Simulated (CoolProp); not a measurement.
Computed with CoolProp (reference Helmholtz-energy equation of state, Tillner-Roth 1994).

Q: For R134a, give the phase and the density (kg/m³), Joule-Thomson coefficient (K/MPa), viscosity (µPa s), Prandtl number at 155.75 °C and 1490 kPa.

A: 
- 155.75 °C and 1490 kPa: gas; density 46.4, Joule-Thomson coefficient 6.95, viscosity 17.3, Prandtl number 0.795

Viscosity comes from a separate model (Huber 2003), an estimate that may be off by 10 % or more. Thermal conductivity comes from a separate model (McLinden 2000), an estimate that may be off by 10 % or more.
